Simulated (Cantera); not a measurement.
Input: 1 mol Al(CH3)3, 13 mol NH3, 580 mol N2, held at 0.120 bar.

These are equilibrium values from Cantera (NASA tables, ideal gas, pure condensed phases), not measurements of a reactor. Candidate condensed phases: Al, AlN, C, C6H6, C7H8, C8H18; 97 gas species. The feed counts by its element totals alone. Rates play no part.

Over these rows the condensed part is AlN(s) + C(graphite). Partial pressures as log10 of bar:

```
T (K)  1000/T (1/K)  log p HCN  log p N2  log p H2
-----  ------------  ---------  --------  --------
1225         0.8163      -5.64     -0.94     -2.33
1325         0.7547      -5.22     -0.94     -2.33
1425         0.7018      -4.85     -0.94     -2.33
1525         0.6557          ?     -0.94     -2.33
1625         0.6154      -4.26     -0.94     -2.33
1725         0.5797      -4.01     -0.94     -2.33
```

### Question
Fit log p(HCN) = a + b·(1000/T) to the five rows, give the apparent enthalpy, and predict the row at 1525 K.

### Answer
Means: 1000/T = 0.6936, log p = -4.796. Sxy = -0.261349, Sxx = 0.0379442, so b = -6.89 and a = -4.796 − (-6.89)×0.6936 = -0.02.
Apparent enthalpy: −19.145 × (-6.89) = 132 kJ/mol. With the condensed phases at unit activity, C(graphite) + 1/2 N2(g) + 1/2 H2(g) = HCN(g) links this pressure to the main gases: over the six rows their terms move log p by +0.00 in all, so the slope is close to that reaction's ΔH°. The five rows lie within 0.01 of the line.
Prediction at 1525 K: -0.02 + (-6.89)×0.6557 = -4.54. The computed value is -4.53, 0.01 from the line.
